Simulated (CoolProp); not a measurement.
Vapour-liquid equilibrium of CF4 (R14) (1) + R13 (2) at 0.343 MPa; x and y are mole fractions of (1).

Values from CoolProp's multi-fluid Helmholtz-energy mixture model, Platzer 1990 and Platzer 1990; pair parameters Bell 2016. This equation is an older, rougher fit; its heat capacities, sound speeds and derivatives of the liquid may be far off and weren't checked against measurements.

```tsv
x	bubble temperature (K)	y at the bubble point	dew temperature at overall composition x (K)	liquid density (mol/L)
0.05	209.0	0.327	216.8	13.93
0.15	196.0	0.660	214.2	14.54
0.25	187.7	?	?	14.98
0.35	182.1	0.869	208.3	15.33
0.45	?	0.909	204.9	15.63
0.55	174.9	0.936	201.0	15.89
0.65	172.3	0.955	?	16.14
0.75	170.0	0.970	191.0	16.37
0.85	168.0	0.983	183.8	16.60
0.95	166.1	0.994	?	16.83
```

**Question.** What belongs in the gaps?

**Answer.** 
- 0.25, y at the bubble point: 0.799
- 0.25, dew temperature at overall composition x (K): 211.4
- 0.45, bubble temperature (K): 178.0
- 0.65, dew temperature at overall composition x (K): 196.5
- 0.95, dew temperature at overall composition x (K): 173.0

No azeotrope shows between x = 0.05 and 0.95.

The pair parameters rest on a limited set of measurements; away from them the model extrapolates.
